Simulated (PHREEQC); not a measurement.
Make-up at 25 °C and 300 atm: 0.016 mol/kgw CaCl2 and 0.00046 mol/kgw KCl. Closed to the air; pH follows from the charge balance.

Equilibrium calculation in PHREEQC: ion-association model, phreeqc.dat.

```yaml
ionic_strength: 0.0485 mol/kgw
specific_conductance: 3660 µS/cm
```

```tsv
species	molality	activity	log γ
Cl-	0.0325	0.0266	-0.087
Ca+2	0.0160	0.00771	-0.317
K+	0.000460	0.000376	-0.088
H+	1.43e-7	1.23e-7	-0.067
OH-	1.30e-7	1.06e-7	-0.088
CaOH+	1.30e-8	1.07e-8	-0.083
```

Precipitation was switched off in this run. Under pressure, the constants of complexes without a molar volume in the database are unreliable.
